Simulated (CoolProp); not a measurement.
n-nonane along the isotherm 600 K: Z from the reference equation and from simpler models built on Tc = 594.5 K, pc = 2282 kPa, ω = 0.443; each cubic takes its own stable root.

Model: reference Helmholtz-energy equation of state, Lemmon 2006, in CoolProp. It is a short technical equation, of lower accuracy than the large ones.

```csv
p (kPa),phase,reference
263,gas,0.9599
527,gas,0.9169
790,gas,0.8708
1050,gas,0.8212
1320,gas,0.7641
1580,gas,0.7018
1840,gas,0.6285
2110,gas,0.5318
2370,supercritical,0.3810
2630,supercritical,0.2113
2900,supercritical,0.2122
3160,supercritical,0.2210
3420,supercritical,0.2319
```

Question: How far does each simpler model (van der Waals, Redlich-Kwong, Soave-Redlich-Kwong, Peng-Robinson) lie from the reference over these 13 states: mean and median of the absolute difference, and the worst?

Answer: 
- van der Waals: mean 18.7 %, median 6.2 %, worst +51.9 % at 600 K and 3160 kPa
- Redlich-Kwong: mean 10.3 %, median 3.6 %, worst +29.7 % at 600 K and 2900 kPa
- Soave-Redlich-Kwong: mean 12.3 %, median 4.4 %, worst +34.9 % at 600 K and 2630 kPa
- Peng-Robinson: mean 7.1 %, median 0.9 %, worst +23.5 % at 600 K and 2630 kPa
